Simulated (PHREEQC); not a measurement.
A solution holds 0.0021 mol/kgw NiCl2, 0.14 mol/kgw NaCl and 0.07 mol/kgw HCl, at 26 °C. Closed to the air; pH follows from the charge balance.

Model: ion-association model, wateq4f.dat, run in PHREEQC.

```tsv
quantity	before	after
pH	1.25	1.26
NiCl2 (mol/kgw)	0.000104	0.000563
SI of Halite (NaCl)	-3.39	-3.37
SI of Ni(OH)2 (Ni(OH)2)	-11.65	-10.96
```

Q: Name the change that produced these shifts.
A) HCl from 0.07 to 0.14 mol/kgw
B) NiCl2 from 0.0021 to 0.0105 mol/kgw
C) HCl from 0.07 to 0.007 mol/kgw
D) HCl replaced by FeCl2 at the same molality

A: B, NiCl2 from 0.0021 to 0.0105 mol/kgw

Precipitation was switched off in this run.
